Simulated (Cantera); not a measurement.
An adiabatic, constant-pressure homogeneous reactor starts with H2 : O2 : N2 = 1 : 0.893 : 3.36 (molar parts), equivalence ratio 0.56, at 1648 K and 7500 Torr. Integrator tolerance rtol = 1e-08.

Model: GRI-Mech 3.0 (53 species, 325 reactions), integrated in Cantera. The hydrogen kinetics of GRI-Mech 3.0 are dated; newer H2 mechanisms differ, most at raised pressure.

Task: What does this change do: N2 3.36 to 9.9 parts?

Result: 
| quantity | before | after |
|---|---|---|
| time of steepest temperature rise | 0.947 µs | 2.19 µs |
| temperature at 3.00 s | 2777 K | 2220 K |
| equilibrium temperature | 2777 K | 2220 K |
| x(H2) at 3.00 s | 0.00469 (gas-phase equilibrium 0.00469) | 0.000202 (gas-phase equilibrium 0.000202) |
| x(O2) at 3.00 s | 0.0683 (gas-phase equilibrium 0.0683) | 0.0316 (gas-phase equilibrium 0.0316) |
| x(NO) at 3.00 s | 0.0191 (gas-phase equilibrium 0.0191) | 0.00542 (gas-phase equilibrium 0.00542) |
| x(H2O) at 3.00 s | 0.193 (gas-phase equilibrium 0.193) | 0.0874 (gas-phase equilibrium 0.0874) |
| x(N2O) at 3.00 s | 3.16e-6 (gas-phase equilibrium 3.16e-6) | 1.00e-6 (gas-phase equilibrium 1.00e-6) |
| x(H2O2) at 3.00 s | 1.93e-6 (gas-phase equilibrium 1.93e-6) | 1.76e-7 (gas-phase equilibrium 1.76e-7) |
| x(OH) at 3.00 s | 0.0186 (gas-phase equilibrium 0.0186) | 0.00177 (gas-phase equilibrium 0.00177) |

Task: What does this change do: N2 3.36 to 2.4 parts?

Result: 
```
quantity                                                            before                                    after
---------------------------------  ---------------------------------------  ---------------------------------------
time of steepest temperature rise                                 0.947 µs                                 0.768 µs
temperature at 3.00 s                                               2777 K                                   2934 K
equilibrium temperature                                             2777 K                                   2934 K
x(H2) at 3.00 s                    0.00469 (gas-phase equilibrium 0.00469)  0.00914 (gas-phase equilibrium 0.00914)
x(O2) at 3.00 s                      0.0683 (gas-phase equilibrium 0.0683)    0.0830 (gas-phase equilibrium 0.0830)
x(NO) at 3.00 s                      0.0191 (gas-phase equilibrium 0.0191)    0.0244 (gas-phase equilibrium 0.0244)
x(H2O) at 3.00 s                       0.193 (gas-phase equilibrium 0.193)      0.232 (gas-phase equilibrium 0.232)
x(N2O) at 3.00 s                   3.16e-6 (gas-phase equilibrium 3.16e-6)  3.82e-6 (gas-phase equilibrium 3.82e-6)
x(H2O2) at 3.00 s                  1.93e-6 (gas-phase equilibrium 1.93e-6)  3.30e-6 (gas-phase equilibrium 3.30e-6)
x(OH) at 3.00 s                      0.0186 (gas-phase equilibrium 0.0186)    0.0312 (gas-phase equilibrium 0.0312)
```
